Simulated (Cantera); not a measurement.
**Thermodynamics of hydrogen reduction and annealing atmospheres, feed V₂O₅ + H₂ + H₂O**

A closed system holds: 1 mol V₂O₅, 0.71 mol H₂, 1.3 mol H₂O, at 1.00 bar.

Cantera equilibrium calculation (NASA polynomials, part measured and part estimated; ideal gas, pure solids and liquids). Candidate condensed phases: H₂O, V, VO, V₂O₃, V₂O₄, V₂O₅; 12 gas species. Mutual solubility and eutectic melting of coexisting phases are not modelled. Condensed phases not in the tables: the oxides between V₂O₃ and V₂O₅ other than VO₂. Gases not in the tables: V₄O₁₀. Equilibrium is a limit: real reactors are often held back by kinetics, nucleation or transport.

From 702 °C to 1302 °C the condensed part is V₂O₄(s) + V₂O₅(l). From 1402 °C to 1502 °C the condensed part is V₂O₄(s). From 1602 °C to 1702 °C the condensed part is V₂O₄(l).

```json
[
 {"T (°C)": "702", "x H₂O": "1.000", "x O₂": "0.000134", "x OH": "3.50e-8", "x H₂": "3.51e-9", "x VO₂": "<1e-12", "x O": "<1e-12", "x H": "<1e-12", "x HO₂": "7.88e-12", "n V₂O₄(s)": "0.711", "n V₂O₅(l)": "0.289", "n V₂O₄(l)": "0"},
 {"T (°C)": "802", "x H₂O": "0.999", "x O₂": "0.000592", "x OH": "3.27e-7", "x H₂": "2.88e-8", "x VO₂": "<1e-12", "x O": "3.19e-11", "x H": "2.49e-12", "x HO₂": "1.10e-10", "n V₂O₄(s)": "0.712", "n V₂O₅(l)": "0.288", "n V₂O₄(l)": "0"},
 {"T (°C)": "902", "x H₂O": "0.998", "x O₂": "0.00199", "x OH": "2.08e-6", "x H₂": "1.67e-7", "x VO₂": "4.13e-12", "x O": "6.51e-10", "x H": "5.02e-11", "x HO₂": "9.70e-10", "n V₂O₄(s)": "0.718", "n V₂O₅(l)": "0.282", "n V₂O₄(l)": "0"},
 {"T (°C)": "1002", "x H₂O": "0.995", "x O₂": "0.00544", "x OH": "9.88e-6", "x H₂": "7.45e-7", "x VO₂": "1.60e-10", "x O": "8.23e-9", "x H": "6.36e-10", "x HO₂": "6.01e-9", "n V₂O₄(s)": "0.732", "n V₂O₅(l)": "0.268", "n V₂O₄(l)": "0"},
 {"T (°C)": "1102", "x H₂O": "0.987", "x O₂": "0.0128", "x OH": "3.72e-5", "x H₂": "2.67e-6", "x VO₂": "3.57e-9", "x O": "7.19e-8", "x H": "5.60e-9", "x HO₂": "2.83e-8", "n V₂O₄(s)": "0.762", "n V₂O₅(l)": "0.238", "n V₂O₄(l)": "0"},
 {"T (°C)": "1202", "x H₂O": "0.973", "x O₂": "0.0265", "x OH": "0.000117", "x H₂": "8.05e-6", "x VO₂": "5.14e-8", "x O": "4.67e-7", "x H": "3.68e-8", "x HO₂": "1.07e-7", "n V₂O₄(s)": "0.820", "n V₂O₅(l)": "0.180", "n V₂O₄(l)": "0"},
 {"T (°C)": "1302", "x H₂O": "0.949", "x O₂": "0.0502", "x OH": "0.000314", "x H₂": "2.09e-5", "x VO₂": "5.21e-7", "x O": "2.40e-6", "x H": "1.90e-7", "x HO₂": "3.41e-7", "n V₂O₄(s)": "0.923", "n V₂O₅(l)": "0.0773", "n V₂O₄(l)": "0"},
 {"T (°C)": "1402", "x H₂O": "0.932", "x O₂": "0.0671", "x OH": "0.000703", "x H₂": "5.55e-5", "x VO₂": "3.94e-6", "x O": "8.85e-6", "x H": "8.65e-7", "x HO₂": "7.74e-7", "n V₂O₄(s)": "1.000", "n V₂O₅(l)": "0", "n V₂O₄(l)": "0"},
 {"T (°C)": "1502", "x H₂O": "0.931", "x O₂": "0.0670", "x OH": "0.00136", "x H₂": "0.000153", "x VO₂": "2.35e-5", "x O": "2.48e-5", "x H": "3.58e-6", "x HO₂": "1.33e-6", "n V₂O₄(s)": "1.000", "n V₂O₅(l)": "0", "n V₂O₄(l)": "0"},
 {"T (°C)": "1602", "x H₂O": "0.930", "x O₂": "0.0668", "x OH": "0.00244", "x H₂": "0.000379", "x VO₂": "0.000102", "x O": "6.22e-5", "x H": "1.28e-5", "x HO₂": "2.15e-6", "n V₂O₄(s)": "0", "n V₂O₅(l)": "0", "n V₂O₄(l)": "1.000"},
 {"T (°C)": "1702", "x H₂O": "0.928", "x O₂": "0.0665", "x OH": "0.00413", "x H₂": "0.000858", "x VO₂": "0.000347", "x O": "0.000142", "x H": "4.01e-5", "x HO₂": "3.30e-6", "n V₂O₄(s)": "0", "n V₂O₅(l)": "0", "n V₂O₄(l)": "1.000"}
]
```
x: gas mole fraction; n: condensed amount in mol.
